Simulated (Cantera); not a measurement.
A perfectly stirred reactor is fed with CO : H₂ : O₂ : N₂ = 1 : 0.065 : 1.02 : 6.86 (molar parts), equivalence ratio 0.52, at 750 Torr; it is adiabatic with a 373 K inlet, and is followed from long to short residence time, starting on the burning branch (τ in s: 0.21, 0.1, 0.048, 0.023, 0.011, 0.0054, 0.0026, 0.0012, 0.0006, 0.00029, 0.00014, 6.6e-05, 3.2e-05).

Cantera simulation using GRI-Mech 3.0 (53 species, 325 reactions); the numbers are that mechanism's predictions, not measurements.

Problem. What does this change do: pressure from 750 Torr to 5930 Torr?

Solution. 
| quantity | before | after |
|---|---|---|
| blow-out, bracketed by the residence times tried | burning at 11.0 ms, out at 5.40 ms | burning at 23.0 ms, out at 11.0 ms |
| x(CO) at τ = 0.210 s | 0.00160 | 0.000893 |
| x(H₂) at τ = 0.210 s | 2.01e-5 | 6.46e-6 |
| x(O₂) at τ = 0.210 s | 0.0586 | 0.0583 |
| x(H₂O₂) at τ = 0.210 s | 8.15e-8 | 4.48e-8 |
| x(NO) at τ = 0.210 s | 9.39e-6 | 1.17e-5 |
| x(CO) at τ = 2.60 ms | 0.112 | 0.112 |
| x(H₂) at τ = 2.60 ms | 0.00727 | 0.00727 |
| x(O₂) at τ = 2.60 ms | 0.114 | 0.114 |
| x(H₂O₂) at τ = 2.60 ms | <1e-12 | <1e-12 |
| x(NO) at τ = 2.60 ms | <1e-12 | <1e-12 |
The hydrogen kinetics of GRI-Mech 3.0 are dated; newer H2 mechanisms differ, most at raised pressure.

Problem. What does this change do: O2 1.02 to 1.5 parts?

Solution. 
```tsv
quantity	before	after
blow-out, bracketed by the residence times tried	burning at 11.0 ms, out at 5.40 ms	burning at 23.0 ms, out at 11.0 ms
x(CO) at τ = 0.210 s	0.00160	0.00160
x(H₂) at τ = 0.210 s	2.01e-5	1.40e-5
x(O₂) at τ = 0.210 s	0.0586	0.109
x(H₂O₂) at τ = 0.210 s	8.15e-8	1.02e-7
x(NO) at τ = 0.210 s	9.39e-6	6.23e-6
x(CO) at τ = 2.60 ms	0.112	0.106
x(H₂) at τ = 2.60 ms	0.00727	0.00690
x(O₂) at τ = 2.60 ms	0.114	0.159
x(H₂O₂) at τ = 2.60 ms	<1e-12	<1e-12
x(NO) at τ = 2.60 ms	<1e-12	<1e-12
```
